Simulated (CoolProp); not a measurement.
A simple Rankine cycle with methanol: condensing at 288.15 K, boiler at 3.9 MPa, turbine inlet 511.4 K, turbine efficiency 0.75, pump efficiency 0.7, no recuperator. Each further row changes one setting.

Computed with CoolProp (reference Helmholtz-energy equation of state, de Reuck 1993).

| case | thermal efficiency (%) | net work (kJ/kg) | heat in (kJ/kg) | turbine exit temperature (K) | volume ratio over the turbine |
|---|---|---|---|---|---|
| as stated | 24.7 | 354 | 1440 | 288.1 | 248 |
| turbine inlet 531.4 K | 25.0 | 376 | 1500 | 288.1 | 236 |
| condensing temperature 280.15 K | 25.7 | 375 | 1460 | 280.2 | 380 |
| boiler pressure 2.73 MPa | 23.9 | 354 | 1480 | 288.1 | 166 |
| turbine efficiency 0.65 | 21.3 | 306 | 1440 | 288.1 | 259 |

The expansion ends wet for: as stated; turbine inlet 531.4 K; condensing temperature 280.15 K; boiler pressure 2.73 MPa; turbine efficiency 0.65.
